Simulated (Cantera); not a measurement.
A diamond (100) surface in a fixed gas of H2 with x(CH4) = 0.0093, x(H) = 0.00078, x(CH3) = 4.8e-05, 3400 Pa; coverages are run to steady state.

Detailed kinetics in Cantera: the Harris–Goodwin 1993 mechanism for the reconstructed diamond (100) surface.

One state of this run: growth (µm/h) = 0.0506; θ c6HH = 0.427; θ c6H* = 0.0537; θ c6*H = 0.491; θ c6** = 0.0281; θ c6HM = 7.67e-6. θ: site fractions in the mechanism's names (c6HH fully hydrogenated, c6H* and c6*H radical sites, c6** diradical, c6HM methylated).

Problem. Which value of T (K) does it belong to?
(A) 1250
(B) 950
(C) 1325
(D) 1400

Solution. D, 1400
